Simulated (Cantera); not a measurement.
Feed: 1 mol FeS2, 0.24 mol O2, 13 mol N2, held at 725 K and 101000 Pa.

These are equilibrium values from Cantera (NASA tables, ideal gas, pure condensed phases), not measurements of a reactor. Candidate condensed phases: Fe, FeO, FeS, FeSO4, FeS2, Fe2O3, Fe2(SO4)3, Fe3O4, S; 19 gas species. Rates play no part.

Base state: N2 0.986, SO2 0.0136, S2 2.35e-5 (mole fractions); condensed: FeS2(s) + Fe3O4(s).

Task: What changes in the equilibrium state with this change: temperature from 725 K to 1798 K?

Result: 
```
species         before     after
-------------  -------  --------
N2               0.986     0.954
S2             2.35e-5    0.0270
SO2             0.0136    0.0163
SO             2.08e-9   0.00222
S                <1e-9  0.000119
S2O            2.76e-6  0.000404
FeS2(s), mol     0.910         0
Fe3O4(s), mol   0.0301         0
FeS(l), mol          0     1.000
```
FeS: taken at fixed stoichiometry.
